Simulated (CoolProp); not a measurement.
Vapour-liquid equilibrium of R22 (1) + R115 (2) at 0.105 MPa; x and y are mole fractions of (1).

Computed with CoolProp (multi-fluid Helmholtz-energy mixture model, Kamei 1995 and Lemmon 2016; pair parameters Bell 2016).

```csv
x,bubble temperature (°C),y at the bubble point,dew temperature at overall composition x (°C),liquid density (mol/L)
0.05,-40.6,0.130,-39.2,10.22
0.125,-42.4,0.246,-40.5,10.56
0.2,-43.4,0.316,?,?
0.275,-43.9,0.366,-42.8,11.26
0.35,-44.2,0.406,-43.8,11.65
0.425,-44.3,0.444,-44.3,12.06
0.5,-44.3,0.484,-44.3,12.50
0.575,-44.2,0.528,-43.9,12.97
0.65,-43.9,0.579,-43.4,13.47
0.725,-43.5,0.641,-42.7,14.00
0.8,-42.8,0.716,-42.0,?
0.875,-41.9,0.807,?,?
0.95,-40.9,0.916,-40.5,15.82
```

Q: Complete the blanks.

A: 
- 0.2, dew temperature at overall composition x (°C): -41.7
- 0.2, liquid density (mol/L): 10.90
- 0.8, liquid density (mol/L): 14.57
- 0.875, dew temperature at overall composition x (°C): -41.3
- 0.875, liquid density (mol/L): 15.17

y crosses x between x = 0.425 and 0.5: the model has an azeotrope there.

Pair parameters are fitted to limited data, so mixtures are less certain than the pure fluids.
